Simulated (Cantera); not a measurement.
Charge: 1 mol Si3N4, 0.36 mol CO2, 1.2 mol H2, at 2300 Pa.

Cantera equilibrium calculation (NASA polynomials, part measured and part estimated; ideal gas, pure solids and liquids). Candidate condensed phases: C, C6H6, C7H8, C8H18, H2O, Si, SiC, SiO2, Si2N2O, Si3N4; 151 gas species. Mutual solubility and eutectic melting of coexisting phases are not modelled. Kinetics and transport are ignored.

### Question
Which condensed phases are stable at each of these points (T (K)): 1023, 1048, 1073, 1098, 1123, 1148, 1173, 1198, 1223, 1248, 1273, 1298, 1323?

### Answer
```tsv
T (K)	condensed phases	Si condensed (%)
1023	C(graphite) + Si2N2O(s) + Si3N4(s)	100.0
1048	C(graphite) + Si2N2O(s) + Si3N4(s)	100.0
1073	C(graphite) + Si2N2O(s) + Si3N4(s)	100.0
1098	C(graphite) + Si2N2O(s) + Si3N4(s)	100.0
1123	C(graphite) + Si2N2O(s) + Si3N4(s)	100.0
1148	C(graphite) + Si2N2O(s) + Si3N4(s)	100.0
1173	C(graphite) + Si2N2O(s) + Si3N4(s)	100.0
1198	C(graphite) + Si2N2O(s) + Si3N4(s)	100.0
1223	C(graphite) + Si2N2O(s) + Si3N4(s)	100.0
1248	C(graphite) + Si2N2O(s) + Si3N4(s)	100.0
1273	C(graphite) + Si2N2O(s) + Si3N4(s)	100.0
1298	C(graphite) + Si2N2O(s) + Si3N4(s)	100.0
1323	C(graphite) + SiC(s) + Si2N2O(s) + Si3N4(s)	100.0
```

From 1023 K to 1298 K the condensed part is C(graphite) + Si2N2O(s) + Si3N4(s). At 1323 K the condensed part is C(graphite) + SiC(s) + Si2N2O(s) + Si3N4(s).
